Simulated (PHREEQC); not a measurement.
PHREEQC input (ion-association model, wateq4f.dat):

```
SOLUTION_SPECIES
  PO4-3 + 3H+ = H3PO4  # constants of phreeqc.dat
    -log_k 21.721
    -delta_h -10.1 kJ
SOLUTION 1
  temp 35
  units mol/kgw
  pH 7 charge
  F 0.0149
  Na 0.012
  P 0.0078
SOLUTION 2
  temp 35
  units mol/kgw
  pH 7 charge
  S(6) 0.0455
  Ni 0.0045
END
SELECTED_OUTPUT 1
  -reset false
  -pH true
  -pe true
  -ionic_strength true
  -water true
  -totals F Na Ni P S S(-2) S(6)
  -molalities H+ F- Na+ Ni+2 PO4-3 SO4-2 HPO4-2 H2PO4- NaHPO4- NaSO4-
    HSO4- H2S HS- S-2 O2 OH- HF HF2- NiF+ NiOH+
    Ni(OH)2 Ni(OH)3- NiSO4 Ni(SO4)2-2 H2F2 NaF H3PO4
  -saturation_indices Ni(OH)2 Ni3(PO4)2 Ni4(OH)6SO4 Mirabilite Morenosite
PRINT
  -reset false
MIX 1
  1 1
  2 0
EQUILIBRIUM_PHASES 1
  O2(g) -0.68 10
END
# ... the last block is repeated for the other 20 points of share of solution B
```

Selected output (columns that matter, 18 of 21 rows; share of solution B added in front):

```
share of solution B	pH	mu	F	Na	Ni	P	S	m_H+	m_F-	si_Ni(OH)2	si_Ni3(PO4)2	si_Ni4(OH)6SO4	si_Mirabilite	si_Morenosite
0	3.0486	0.012959	0.0149	0.012	0	0.0078	0	0.0009898	0.0058627	-1000	-1000	-1000	-1000	-1000
0.05	2.7474	0.015779	0.014155	0.0114	0.000225	0.00741	0.002275	0.0019958	0.0035315	-9.9746	-13.003	-34.235	-6.2821	-4.5958
0.1	2.4973	0.018773	0.01341	0.0108	0.00045	0.00702	0.00455	0.0035748	0.0021477	-10.22	-13.42	-34.47	-6.0963	-4.0962
0.2	2.1574	0.024995	0.01192	0.0096	0.0009	0.00624	0.0091	0.0079151	0.00098281	-10.658	-14.44	-35.359	-6.0323	-3.6696
0.25	2.0421	0.0281	0.011175	0.009	0.001125	0.00585	0.011375	0.010376	0.00072873	-10.812	-14.851	-35.7	-6.0514	-3.5483
0.3	1.9487	0.031174	0.01043	0.0084	0.00135	0.00546	0.01365	0.012925	0.00056162	-10.936	-15.208	-35.978	-6.0867	-3.4541
0.35	1.871	0.034215	0.009685	0.0078	0.001575	0.00507	0.015925	0.015524	0.0004444	-11.039	-15.524	-36.208	-6.1338	-3.3775
0.4	1.8048	0.037225	0.00894	0.0072	0.0018	0.00468	0.0182	0.018152	0.0003579	-11.125	-15.809	-36.403	-6.1907	-3.3132
0.45	1.7472	0.040205	0.008195	0.0066	0.002025	0.00429	0.020475	0.020797	0.00029147	-11.2	-16.074	-36.571	-6.2568	-3.2579
0.55	1.6512	0.04609	0.006705	0.0054	0.002475	0.00351	0.025025	0.026113	0.00019589	-11.322	-16.567	-36.848	-6.4182	-3.1664
0.6	1.6103	0.049	0.00596	0.0048	0.0027	0.00312	0.0273	0.028776	0.00016021	-11.374	-16.805	-36.964	-6.5161	-3.1278
0.65	1.5731	0.051891	0.005215	0.0042	0.002925	0.00273	0.029575	0.031439	0.00012999	-11.421	-17.045	-37.069	-6.6286	-3.0926
0.7	1.5389	0.054765	0.00447	0.0036	0.00315	0.00234	0.03185	0.034101	0.00010399	-11.464	-17.293	-37.165	-6.7598	-3.0605
0.75	1.5074	0.057623	0.003725	0.003	0.003375	0.00195	0.034125	0.036761	8.1339e-05	-11.503	-17.556	-37.254	-6.916	-3.0309
0.8	1.4781	0.060467	0.00298	0.0024	0.0036	0.00156	0.0364	0.039419	6.1372e-05	-11.54	-17.848	-37.335	-7.1081	-3.0035
0.9	1.4251	0.066117	0.00149	0.0012	0.00405	0.00078	0.04095	0.044726	2.7628e-05	-11.605	-18.627	-37.481	-7.7077	-2.9541
0.95	1.401	0.068925	0.000745	0.0006	0.004275	0.00039	0.043225	0.047375	1.3175e-05	-11.634	-19.309	-37.547	-8.309	-2.9317
1	1.3783	0.071723	0	0	0.0045	0	0.0455	0.050021	0	-11.662	-1000	-37.609	-1000	-2.9105
```

H3PO4, which wateq4f.dat lacks, is added to it with the constant of phreeqc.dat. The database has no phosphate complexes of Ni.
